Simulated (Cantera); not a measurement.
**Low-pressure radical oxidation in H2/O2**

An isothermal, constant-pressure homogeneous reactor starts with 0.754 % H2, 99.2 % O2, equivalence ratio 0.0038, at 1250 K and 130 Pa.

Cantera simulation using GRI-Mech 3.0 (53 species, 325 reactions); the numbers are that mechanism's predictions, not measurements. Radical loss at walls, strong at low pressure, is not modelled.

```json
[
 {"t (s)": "6.00e-5", "x H2": "0.00754", "x O2": "0.992", "x HO2": "9.97e-11", "x OH": "8.18e-12", "x H2O2": "<1e-12", "x O": "8.20e-12"},
 {"t (s)": "0.000183", "x H2": "0.00754", "x O2": "0.992", "x HO2": "3.05e-10", "x OH": "6.77e-11", "x H2O2": "<1e-12", "x O": "6.82e-11"},
 {"t (s)": "0.000561", "x H2": "0.00754", "x O2": "0.992", "x HO2": "9.32e-10", "x OH": "4.63e-10", "x H2O2": "<1e-12", "x O": "4.74e-10"},
 {"t (s)": "0.00171", "x H2": "0.00754", "x O2": "0.992", "x HO2": "2.85e-9", "x OH": "2.32e-9", "x H2O2": "<1e-12", "x O": "2.49e-9"},
 {"t (s)": "0.00524", "x H2": "0.00754", "x O2": "0.992", "x HO2": "8.71e-9", "x OH": "1.07e-8", "x H2O2": "2.02e-12", "x O": "1.27e-8"},
 {"t (s)": "0.0160", "x H2": "0.00754", "x O2": "0.992", "x HO2": "2.66e-8", "x OH": "1.00e-7", "x H2O2": "1.80e-11", "x O": "1.33e-7"},
 {"t (s)": "0.0490", "x H2": "0.00749", "x O2": "0.992", "x HO2": "8.06e-8", "x OH": "2.47e-5", "x H2O2": "1.44e-10", "x O": "3.37e-5"},
 {"t (s)": "0.150", "x H2": "3.97e-5", "x O2": "0.985", "x HO2": "5.99e-8", "x OH": "0.000767", "x H2O2": "1.51e-9", "x O": "0.00671"},
 {"t (s)": "0.458", "x H2": "2.40e-5", "x O2": "0.985", "x HO2": "5.58e-8", "x OH": "0.000702", "x H2O2": "1.28e-9", "x O": "0.00672"},
 {"t (s)": "1.40", "x H2": "2.33e-5", "x O2": "0.985", "x HO2": "5.50e-8", "x OH": "0.000692", "x H2O2": "1.28e-9", "x O": "0.00652"},
 {"t (s)": "4.28", "x H2": "2.14e-5", "x O2": "0.986", "x HO2": "5.28e-8", "x OH": "0.000663", "x H2O2": "1.26e-9", "x O": "0.00595"},
 {"t (s)": "13.1", "x H2": "1.67e-5", "x O2": "0.987", "x HO2": "4.67e-8", "x OH": "0.000587", "x H2O2": "1.21e-9", "x O": "0.00461"},
 {"t (s)": "40.0", "x H2": "9.03e-6", "x O2": "0.990", "x HO2": "3.40e-8", "x OH": "0.000432", "x H2O2": "1.05e-9", "x O": "0.00245"}
]
```
x: mole fraction; the columns are a selection and need not sum to one.

Equilibrium at this temperature and pressure: H2 7.31e-9, O2 0.992, HO2 3.83e-9, OH 1.23e-5, H2O2 1.00e-11, O 1.92e-6 (gas phase only).
